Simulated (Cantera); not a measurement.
**Aluminium and copper etching: Cu + HF + N₂**

Input: 1 mol Cu, 1.8 mol HF, 5 mol N₂, equilibrated at 0.105 Torr.

Cantera equilibrium calculation (NASA polynomials, part measured and part estimated; ideal gas, pure solids and liquids). Candidate condensed phases: Cu, CuF₂; 25 gas species. The numbers say what is thermodynamically allowed, not how fast it happens.

```json
[
 {"T (K)": "773", "x N₂": "0.735", "x HF": "0.265", "x Cu": "<1e-12", "x CuF": "1.53e-8", "n Cu(s)": "1.00", "n Cu(l)": "0"},
 {"T (K)": "823", "x N₂": "0.735", "x HF": "0.265", "x Cu": "1.96e-11", "x CuF": "7.74e-8", "n Cu(s)": "1.000", "n Cu(l)": "0"},
 {"T (K)": "873", "x N₂": "0.735", "x HF": "0.265", "x Cu": "3.23e-10", "x CuF": "3.25e-7", "n Cu(s)": "1.000", "n Cu(l)": "0"},
 {"T (K)": "923", "x N₂": "0.735", "x HF": "0.265", "x Cu": "3.91e-9", "x CuF": "1.17e-6", "n Cu(s)": "1.000", "n Cu(l)": "0"},
 {"T (K)": "973", "x N₂": "0.735", "x HF": "0.265", "x Cu": "3.66e-8", "x CuF": "3.67e-6", "n Cu(s)": "1.000", "n Cu(l)": "0"},
 {"T (K)": "1023", "x N₂": "0.735", "x HF": "0.265", "x Cu": "2.75e-7", "x CuF": "1.03e-5", "n Cu(s)": "1.000", "n Cu(l)": "0"},
 {"T (K)": "1073", "x N₂": "0.735", "x HF": "0.265", "x Cu": "1.70e-6", "x CuF": "2.63e-5", "n Cu(s)": "1.000", "n Cu(l)": "0"},
 {"T (K)": "1123", "x N₂": "0.735", "x HF": "0.265", "x Cu": "8.95e-6", "x CuF": "6.16e-5", "n Cu(s)": "1.000", "n Cu(l)": "0"},
 {"T (K)": "1173", "x N₂": "0.735", "x HF": "0.265", "x Cu": "4.08e-5", "x CuF": "0.000134", "n Cu(s)": "0.999", "n Cu(l)": "0"},
 {"T (K)": "1223", "x N₂": "0.735", "x HF": "0.264", "x Cu": "0.000164", "x CuF": "0.000273", "n Cu(s)": "0.997", "n Cu(l)": "0"},
 {"T (K)": "1273", "x N₂": "0.735", "x HF": "0.264", "x Cu": "0.000589", "x CuF": "0.000525", "n Cu(s)": "0.992", "n Cu(l)": "0"},
 {"T (K)": "1323", "x N₂": "0.734", "x HF": "0.263", "x Cu": "0.00192", "x CuF": "0.000959", "n Cu(s)": "0.980", "n Cu(l)": "0"},
 {"T (K)": "1373", "x N₂": "0.731", "x HF": "0.261", "x Cu": "0.00565", "x CuF": "0.00166", "n Cu(s)": "0", "n Cu(l)": "0.950"}
]
```
x: gas mole fraction; n: condensed amount in mol.

From 773 K to 1323 K the condensed part is Cu(s). At 1373 K the condensed part is Cu(l). The main Cu-bearing gas is CuF at 773 K and Cu at 1373 K.
